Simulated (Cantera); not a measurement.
Cantera run, input and output.

```python
import numpy as np
import cantera as ct

gas = ct.Solution("gri30.yaml")
gas.TPX = 650, 90000, {'CH4': 1, 'O2': 1.67, 'N2': 6.27}
flame = ct.FreeFlame(gas, width=0.043)
flame.set_refine_criteria(ratio=3, slope=0.08, curve=0.16)
flame.transport_model = "mixture-averaged"
flame.solve(loglevel=0, auto=True)
flame.transport_model = "multicomponent"
flame.soret_enabled = True
flame.solve(loglevel=0, refine_grid=True)
z, T = flame.grid, flame.T
thick = (T[-1] - T[0]) / np.gradient(T, z).max()
show = ['CH4', 'O2', 'C2H', 'O', 'CO2', 'CH2O']
print(f"laminar burning velocity  {flame.velocity[0] * 100:.3f} cm/s")
print(f"burnt temperature         {T[-1]:.1f} K")
print(f"thermal thickness         {thick * 1e3:.4f} mm")
print(f"grid points               {len(z)}")
z0 = z[flame.heat_release_rate.argmax()]
print(f"{'z/mm':>9s}{'T/K':>9s}{'u/(m/s)':>9s}" + "".join(f"{s:>11s}" for s in show))
rows = []
for k in (-3, -2, -1.5, -1, -0.5, -0.25, 0, 0.25, 0.5, 1, 2, 4, 8):
    zz = z0 + k * thick
    rows.append([k * thick, np.interp(zz, z, T), np.interp(zz, z, flame.velocity),
                 *(np.interp(zz, z, flame.X[gas.species_index(s)]) for s in show)])
    print(f"{rows[-1][0] * 1e3:9.3f}{rows[-1][1]:9.1f}{rows[-1][2]:9.3f}" + "".join(f"{x:11.3e}" for x in rows[-1][3:]))
```

Output:

```
laminar burning velocity  144.989 cm/s
burnt temperature         2361.6 K
thermal thickness         0.3539 mm
grid points               154
     z/mm      T/K  u/(m/s)        CH4         O2        C2H          O        CO2       CH2O
   -1.062    650.2    1.452  1.117e-01  1.866e-01 -3.454e-18  1.885e-12  1.499e-07  1.352e-07
   -0.708    652.1    1.459  1.112e-01  1.861e-01 -1.834e-18  3.411e-10  2.770e-06  2.281e-06
   -0.531    660.7    1.482  1.098e-01  1.852e-01  1.010e-17  8.104e-09  2.168e-05  1.585e-05
   -0.354    724.6    1.636  1.035e-01  1.806e-01  3.696e-15  3.399e-07  2.870e-04  1.485e-04
   -0.177   1123.6    2.584  7.303e-02  1.458e-01  1.968e-10  2.194e-05  3.944e-03  9.509e-04
   -0.088   1526.6    3.566  3.997e-02  1.019e-01  4.209e-08  1.570e-04  1.030e-02  1.261e-03
    0.000   1896.5    4.491  1.036e-02  5.271e-02  1.074e-06  7.385e-04  2.042e-02  7.521e-04
    0.088   2065.5    4.909  1.054e-03  2.333e-02  1.239e-06  1.853e-03  3.172e-02  1.756e-04
    0.177   2108.6    5.001  6.035e-05  1.228e-02  1.668e-07  2.607e-03  4.101e-02  1.555e-05
    0.354   2138.4    5.049  1.745e-07  7.227e-03  7.845e-10  2.699e-03  5.047e-02  5.534e-08
    0.708   2173.7    5.115  7.714e-11  5.668e-03  5.580e-13  2.289e-03  5.469e-02  4.747e-10
    1.416   2219.6    5.207  5.711e-15  4.405e-03  2.971e-18  1.712e-03  5.604e-02  4.394e-10
    2.831   2271.5    5.311  5.358e-15  3.013e-03  1.329e-19  1.100e-03  5.720e-02  4.325e-10
```

Model: GRI-Mech 3.0 (53 species, 325 reactions), integrated in Cantera. Burning velocities carry a grid error of a few per cent, more on coarse grids.
